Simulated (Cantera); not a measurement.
An isothermal, constant-pressure homogeneous reactor starts with NO : N2 = 1 : 7.3 (molar parts), at 1525 K and 120000 Pa.

Computed with Cantera and GRI-Mech 3.0 (53 species, 325 reactions).

x: mole fraction; the columns are a selection and need not sum to one.

| t (s) | x NO | x NO2 | x N2O | x O | x N2 | x O2 |
|---|---|---|---|---|---|---|
| 7.00e-6 | 0.120 | 1.84e-10 | [?] | 1.36e-9 | 0.880 | <1e-12 |
| 3.07e-5 | 0.120 | 2.72e-9 | [?] | 4.03e-9 | 0.880 | <1e-12 |
| 0.000134 | 0.120 | 2.37e-8 | [?] | 5.97e-9 | 0.880 | 7.29e-12 |
| 0.000589 | 0.120 | 1.25e-7 | [?] | 6.49e-9 | 0.880 | 4.67e-11 |
| 0.00258 | 0.120 | 5.89e-7 | [?] | 8.66e-9 | 0.880 | 4.33e-10 |
| 0.0113 | 0.120 | 2.97e-6 | [?] | 1.89e-8 | 0.880 | 1.08e-8 |
| 0.0495 | 0.120 | 1.58e-5 | [?] | 6.76e-8 | 0.880 | 7.29e-7 |
| 0.217 | 0.120 | 3.76e-5 | 5.06e-6 | 1.44e-7 | 0.880 | 2.65e-5 |
| 0.951 | 0.120 | 4.22e-5 | 5.03e-6 | 1.60e-7 | 0.880 | 0.000186 |
| 4.17 | 0.119 | 5.54e-5 | 4.91e-6 | 2.11e-7 | 0.880 | 0.000879 |
| 18.3 | 0.113 | 8.83e-5 | [?] | 3.50e-7 | 0.883 | 0.00376 |
| 80.0 | 0.0927 | 0.000131 | [?] | 6.26e-7 | 0.893 | 0.0138 |

Q: Complete the blanks.

A: 
- 7.00e-6, x N2O: 1.54e-9
- 3.07e-5, x N2O: 6.74e-9
- 0.000134, x N2O: 2.95e-8
- 0.000589, x N2O: 1.28e-7
- 0.00258, x N2O: 5.37e-7
- 0.0113, x N2O: 1.96e-6
- 0.0495, x N2O: 4.48e-6
- 18.3, x N2O: 4.44e-6
- 80.0, x N2O: 3.01e-6
